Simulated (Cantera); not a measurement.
Input: 1 mol SiH2Cl2, 3.4 mol O2, at 0.133 bar.

These are equilibrium values from Cantera (NASA tables, ideal gas, pure condensed phases), not measurements of a reactor. Candidate condensed phases: H2O, Si, SiO2; 30 gas species. The tables hold silica as quartz up to 1696 K and as liquid above; real silica turns to tridymite and cristobalite and melts near 1996 K. Rates play no part.

### Question
Which condensed phases are stable at each of these points (T (K)): 1250, 1300, 1350, 1400, 1450, 1500, 1550, 1600, 1650, 1700, 1750?

### Answer
```json
[
 {"T (K)": "1250", "condensed phases": "SiO2(β-quartz)", "Si condensed (%)": "100.0"},
 {"T (K)": "1300", "condensed phases": "SiO2(β-quartz)", "Si condensed (%)": "100.0"},
 {"T (K)": "1350", "condensed phases": "SiO2(β-quartz)", "Si condensed (%)": "100.0"},
 {"T (K)": "1400", "condensed phases": "SiO2(β-quartz)", "Si condensed (%)": "100.0"},
 {"T (K)": "1450", "condensed phases": "SiO2(β-quartz)", "Si condensed (%)": "100.0"},
 {"T (K)": "1500", "condensed phases": "SiO2(β-quartz)", "Si condensed (%)": "100.0"},
 {"T (K)": "1550", "condensed phases": "SiO2(β-quartz)", "Si condensed (%)": "100.0"},
 {"T (K)": "1600", "condensed phases": "SiO2(β-quartz)", "Si condensed (%)": "100.0"},
 {"T (K)": "1650", "condensed phases": "SiO2(β-quartz)", "Si condensed (%)": "100.0"},
 {"T (K)": "1700", "condensed phases": "SiO2(condensed)", "Si condensed (%)": "100.0"},
 {"T (K)": "1750", "condensed phases": "SiO2(condensed)", "Si condensed (%)": "100.0"}
]
```

From 1250 K to 1650 K the condensed part is SiO2(β-quartz). From 1700 K to 1750 K the condensed part is SiO2(condensed).
